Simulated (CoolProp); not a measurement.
Saturation properties of octamethylcyclotetrasiloxane (D4).

Computed with CoolProp (reference Helmholtz-energy equation of state, Thol 2015).

```tsv
T (K)	p (kPa)	liquid cp (kJ/(kg K))	vapour Z
304.6	0.2144	1.682	0.9994
327.1	0.9093	1.721	0.9980
349.7	3.048	1.766	0.9946
372.3	8.439	1.814	0.9881
394.8	20.00	1.865	0.9769
417.4	42.11	1.918	0.9597
440	80.38	1.974	0.9351
462.5	141.3	2.032	0.9019
485.1	233.6	2.095	0.8583
```

It boils at 448.9 K under 1 atm.
